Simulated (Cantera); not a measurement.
Charge: 1 mol CH3SiCl3, 0.59 mol C3H8, 65 mol H2, at 63.0 mbar.

These are equilibrium values from Cantera (NASA tables, ideal gas, pure condensed phases), not measurements of a reactor. Candidate condensed phases: C, C6H6, C7H8, C8H18, Si, SiC; 109 gas species. The feed counts by its element totals alone. Kinetics and transport are ignored.

Question: What share of the Si ends up in condensed phases as a function of T (K), at 900, 1050, 1200, 1350, 1500, 1650, 1800, 1950?

Answer: 
```tsv
T (K)	Si condensed (%)	as
900	81.4	SiC(s)
1050	98.9	SiC(s)
1200	99.9	SiC(s)
1350	99.8	SiC(s)
1500	99.7	SiC(s)
1650	99.4	SiC(s)
1800	99.0	SiC(s)
1950	98.3	SiC(s)
```
